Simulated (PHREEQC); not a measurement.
**Polishing slurry liquid: speciation**

A solution holds 0.0092 mol H2SO4, 6.5e-06 mol H4SiO4 and 0.0032 mol KH2PO4 per kg of water, at 25 °C. Closed to the air; pH follows from the charge balance.

Model: ion-association model, wateq4f.dat, run in PHREEQC.

Each row changes one thing in this solution. This is a speciation only: nothing precipitates in the calculation.

```csv
case,pH,ionic strength (mol/kgw),SO4-2 (mol/kgw),HSO4- (mol/kgw)
as made,1.95,0.0211,0.00530,0.00384
H4SiO4 left out,1.95,0.0211,0.00530,0.00384
diluted 10-fold with water,2.80,0.00281,0.000813,0.000106
KH2PO4 from 0.0032 to 0.00064 mol/kgw,1.91,0.0196,…,…
KH2PO4 left out,1.90,…,…,0.00417
KH2PO4 from 0.0032 to 0.016 mol/kgw,…,0.0300,0.00617,0.00267
H2SO4 from 0.0092 to 0.0138 mol/kgw,1.79,0.0286,0.00688,0.00684
H2SO4 from 0.0092 to 0.046 mol/kgw,1.32,0.0735,0.0135,0.0324
```

### Question
Fill in the missing entries.

### Answer

- KH2PO4 from 0.0032 to 0.00064 mol/kgw, SO4-2 (mol/kgw): 0.00509
- KH2PO4 from 0.0032 to 0.00064 mol/kgw, HSO4- (mol/kgw): 0.00410
- KH2PO4 left out, ionic strength (mol/kgw): 0.0193
- KH2PO4 left out, SO4-2 (mol/kgw): 0.00503
- KH2PO4 from 0.0032 to 0.016 mol/kgw, pH: 2.15

H3PO4, which wateq4f.dat lacks, is added to it with the constant of phreeqc.dat.
